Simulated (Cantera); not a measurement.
# Equilibrium for roasting and sulfation: FeS + H2S + CO2

A closed system holds: 1 mol FeS, 0.76 mol H2S, 0.42 mol CO2, at 0.100 bar.

Equilibrium computed with Cantera from the NASA thermochemical tables; the gas is ideal and each condensed phase is pure. Candidate condensed phases: C, C6H6, C7H8, C8H18, Fe, Fe(CO)5, FeO, Fe(OH)2, Fe(OH)3, FeS, FeSO4, FeS2, Fe2O3, Fe2(SO4)3, Fe3O4, H2O, H2SO4, S; 127 gas species. FeS: taken at fixed stoichiometry. Gases not in the tables: S3 to S7. The numbers say what is thermodynamically allowed, not how fast it happens.

| T (K) | log p H2S | log p H2 | log p CO | log p S2 | log p H2O | log p CO2 | log p COS | log p SO2 | n FeS(s) | n FeS(l) |
|---|---|---|---|---|---|---|---|---|---|---|
| 1100 | -1.42 | -2.12 | -1.95 | -2.03 | -1.88 | -1.72 | -2.75 | -4.95 | 1.00 | 0 |
| 1175 | -1.51 | -1.98 | -1.86 | -1.92 | -1.82 | -1.80 | -2.88 | -4.62 | 1.00 | 0 |
| 1250 | -1.61 | -1.88 | -1.79 | -1.84 | -1.77 | -1.88 | -3.01 | -4.33 | 1.00 | 0 |
| 1325 | -1.71 | -1.80 | -1.75 | -1.78 | -1.74 | -1.96 | -3.15 | -4.07 | 1.00 | 0 |
| 1400 | -1.83 | -1.74 | -1.72 | -1.74 | -1.71 | -2.03 | -3.29 | -3.83 | 1.00 | 0 |
| 1475 | -1.94 | -1.70 | -1.70 | -1.71 | -1.70 | -2.10 | -3.42 | -3.61 | 0 | 1.00 |
| 1550 | -2.05 | -1.67 | -1.68 | -1.69 | -1.69 | -2.16 | -3.54 | -3.42 | 0 | 1.000 |
| 1625 | -2.16 | -1.64 | -1.67 | -1.68 | -1.69 | -2.21 | -3.66 | -3.24 | 0 | 1.000 |
log p: log10 of the partial pressure in bar; n: condensed amount in mol.

From 1100 K to 1400 K the condensed part is FeS(s). From 1475 K to 1625 K the condensed part is FeS(l).
